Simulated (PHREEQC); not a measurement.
4.6 g of hydrous ferric oxide (600 m²/g; 0.2 weak and 0.005 strong sites per Fe, Dzombak-Morel constants, diffuse double layer) in 1 kg of water with 0.3 mol/kgw of an inert sodium salt and 8.5 mmol/kgw H3BO3 and 5.8 mmol/kgw ZnCl2, at 25 °C; the pH is set by adding NaOH or the inert anion's acid. Oxygen is held at 0.21 atm. The system is closed to CO2. Precipitation was switched off in this run.

Base run: PHREEQC, ion-association model, wateq4f.dat. Each further column changes one thing. The table gives Zn sorbed (%).

```tsv
pH	base	no electrostatic term (-no_edl)	background salt from 0.3 to 0.03 mol/kgw	oxide from 4.6 to 23 g/kgw
4	0.3	0.4	0.5	1.6
4.5	2.0	2.1	2.2	9.3
5	4.9	5.4	5.0	22.6
5.5	11.7	16.2	11.9	44.8
6	35.1	53.6	32.8	80.1
6.5	65.7	88.1	59.0	96.2
7	84.9	98.0	78.3	99.4
7.5	94.3	99.6	89.8	99.9
8	98.0	99.9	95.4	100.0
8.5	99.1	100.0	97.2	100.0
9	99.0	99.9	96.4	100.0
9.5	97.3	99.6	94.1	100.0
10	93.2	97.2	91.3	100.0
```

In at least one series the solution becomes supersaturated in solids that the run did not let form, among them Zn(OH)2-a, Zn5(OH)8Cl2.
